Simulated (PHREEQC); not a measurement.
# Leach liquor (model solution)

Consider water at 25 °C with 0.0027 mol H2SO4, 0.29 mol MnSO4 and 0.07 mol Na2SO4 per kg of water. Closed to the air; pH follows from the charge balance.

Equilibrium calculation in PHREEQC: ion-association model, phreeqc.dat.

No solid was allowed to form.

### Question
Predict the pH.

### Answer
pH 3.01.

### Question
In which forms is Mn present?

### Answer
MnSO4 53 %, Mn+2 47 % of the Mn.

Ionic strength above about 0.7 mol/kgw puts this run outside the model's range.
